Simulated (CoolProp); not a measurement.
R227EA at 298.15 K and 0.242 MPa is throttled through a valve to 0.0563 MPa with no heat exchange. Each further row changes one setting.

Model: reference Helmholtz-energy equation of state, Lemmon 2016, in CoolProp.

```csv
case,temperature change (K),final density (kg/m³)
as stated,…,…
outlet pressure 0.0169 MPa,…,…
outlet pressure 0.0732 MPa,…,…
```

Problem. Some entries are withheld; supply them.

Solution. 
- as stated, temperature change (K): -3.5
- as stated, final density (kg/m³): 3.97
- outlet pressure 0.0169 MPa, temperature change (K): -4.3
- outlet pressure 0.0169 MPa, final density (kg/m³): 1.18
- outlet pressure 0.0732 MPa, temperature change (K): -3.2
- outlet pressure 0.0732 MPa, final density (kg/m³): 5.18
